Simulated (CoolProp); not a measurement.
Ethylene along the isotherm 290.1 K: density (kg/m³) from the reference equation and from simpler models built on Tc = 282.4 K, pc = 5042 kPa, ω = 0.087; each cubic takes its own stable root.

The numbers come from the reference Helmholtz-energy equation of state, Smukala 2000 in CoolProp.

| p (kPa) | phase | reference |
|---|---|---|
| 945 | gas | 11.70 |
| 1890 | gas | 25.18 |
| 2840 | gas | 41.40 |
| 3780 | gas | 61.85 |
| 4730 | gas | 91.93 |
| 5670 | supercritical | 160.2 |
| 6620 | supercritical | 290.5 |
| 7560 | supercritical | 321.8 |

Task: How far does each simpler model (ideal gas, van der Waals, Redlich-Kwong, Soave-Redlich-Kwong) lie from the reference over these 8 states: mean and median of the absolute difference, and the worst?

Result: 
- ideal gas: mean 39.1 %, median 34.5 %, worst -73.5 % at 290.1 K and 6620 kPa
- van der Waals: mean 8.3 %, median 3.4 %, worst -24.4 % at 290.1 K and 7560 kPa
- Redlich-Kwong: mean 3.6 %, median 0.2 %, worst -14.1 % at 290.1 K and 6620 kPa
- Soave-Redlich-Kwong: mean 4.3 %, median 0.6 %, worst -15.5 % at 290.1 K and 6620 kPa
